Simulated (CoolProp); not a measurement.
Model: reference Helmholtz-energy equation of state, Zhou 2011, in CoolProp.

For dimethyl carbonate, give the phase and the cv (kJ/(kg K)), speed of sound (m/s) at 149.75 °C and 88.2 kPa; 24.25 °C and 4260 kPa; 136.15 °C and 156 kPa.


- 149.75 °C and 88.2 kPa: gas; cv 1.41, speed of sound 201
- 24.25 °C and 4260 kPa: liquid; cv 1.35, speed of sound 1220
- 136.15 °C and 156 kPa: gas; cv 1.38, speed of sound 196
